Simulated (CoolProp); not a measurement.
Model: reference Helmholtz-energy equation of state, Lemmon 2013, in CoolProp.

Question: For propylene, give the phase and the cp (kJ/(kg K)) at 273.65 °C and 8.76 bar; 273.65 °C and 35 bar; 273.65 °C and 114 bar.

Answer: 
- 273.65 °C and 8.76 bar: gas; cp 2.43
- 273.65 °C and 35 bar: gas; cp 2.52
- 273.65 °C and 114 bar: supercritical; cp 2.84
